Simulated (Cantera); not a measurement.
Input: 1 mol SiH2Cl2, 22 mol NH3, 1 mol H2, at 1700 °C and 0.710 bar.

Method: chemical equilibrium by Gibbs-energy minimisation in Cantera with the NASA 1993 tables (ideal gas, pure condensed phases). Candidate condensed phases: NH4Cl, Si, Si3N4; 28 gas species. The tables' values for SiCl, SiCl3 are old estimates; treat these amounts as uncertain. Gases not in the tables: Si2H6 and higher silanes. Equilibrium is a limit: real reactors are often held back by kinetics, nucleation or transport.

**Question.** What is the equilibrium state?

**Answer.** 
| Item | Value |
|---|---|
| x(H2) | 0.734 |
| x(N2) | 0.225 |
| x(HCl) | 0.0359 |
| x(SiCl2) | 0.00348 |
| x(H) | 0.00137 |
| x(SiH2) | 5.37e-5 |
| x(Cl) | 5.01e-5 |
| x(SiCl) | 4.28e-5 |
| x(Si) | 3.58e-5 |
| n(Si3N4(s)) | 0.276 mol |
| gas amount | 46.48 mol |
| log10 activity of Si(l) (absent) | -0.09 |
